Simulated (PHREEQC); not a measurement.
A PHREEQC input (ion-association model, phreeqc.dat):

```
SOLUTION 1
  temp 25
  units mg/L
  pH 6.31
  pe 9.9
  Na 64.1
  K 10
  Ca 268
  Mg 26.7
  Cl 422 charge
  Li 0.1 charge
  S(6) 235 as SO4
  Alkalinity 142 as HCO3
  Pb 13.2
END
USE solution 1
EQUILIBRIUM_PHASES 1
  Gypsum 0 0
  CO2(g) -2 10
END
```

It stops with these messages:

```
ERROR: Charge balance specified for more than one species.
ERROR: Program terminating due to input errors.
```

The fault: two constituents marked charge. The line should read `Cl 422` where the input has `Cl 422 charge / Li 0.1 charge`. With the mend the run ends at pH 7.08 and ionic strength 0.0261 mol/kgw.
